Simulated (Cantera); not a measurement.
# Carbon deposition, reforming and gasification: C₂H₂ + H₂O

A closed system holds: 1 mol C₂H₂, a varied amount of H₂O, equilibrated at 1250 K and 0.540 bar.

Equilibrium computed with Cantera from the NASA thermochemical tables; the gas is ideal and each condensed phase is pure. Candidate condensed phases: C, C₆H₆, C₇H₈, C₈H₁₈, H₂O; 110 gas species. Kinetics and transport are ignored.

```json
[
 {"n(H₂O) (mol)": "0.66", "x H₂": "0.711", "x CO": "0.283", "x H₂O": "0.00164", "x CO₂": "0.000418", "x CH₄": "0.00301", "n C(graphite)": "1.34"},
 {"n(H₂O) (mol)": "0.9", "x H₂": "0.675", "x CO": "0.320", "x H₂O": "0.00176", "x CO₂": "0.000533", "x CH₄": "0.00270", "n C(graphite)": "1.10"},
 {"n(H₂O) (mol)": "1.2", "x H₂": "0.643", "x CO": "0.352", "x H₂O": "0.00184", "x CO₂": "0.000642", "x CH₄": "0.00246", "n C(graphite)": "0.800"},
 {"n(H₂O) (mol)": "1.7", "x H₂": "0.610", "x CO": "0.385", "x H₂O": "0.00191", "x CO₂": "0.000770", "x CH₄": "0.00221", "n C(graphite)": "0.302"},
 {"n(H₂O) (mol)": "2.3", "x H₂": "0.582", "x CO": "0.361", "x H₂O": "0.0406", "x CO₂": "0.0161", "x CH₄": "8.47e-5", "n C(graphite)": "0"},
 {"n(H₂O) (mol)": "3.1", "x H₂": "0.537", "x CO": "0.282", "x H₂O": "0.135", "x CO₂": "0.0454", "x CH₄": "1.57e-5", "n C(graphite)": "0"},
 {"n(H₂O) (mol)": "4.3", "x H₂": "0.479", "x CO": "0.206", "x H₂O": "0.247", "x CO₂": "0.0679", "x CH₄": "4.42e-6", "n C(graphite)": "0"}
]
```
x: gas mole fraction; n: condensed amount in mol.

From 0.66 mol H₂O to 1.7 mol H₂O the condensed part is C(graphite). From 2.3 mol H₂O to 4.3 mol H₂O nothing is condensed. The main C-bearing gas is CO throughout.
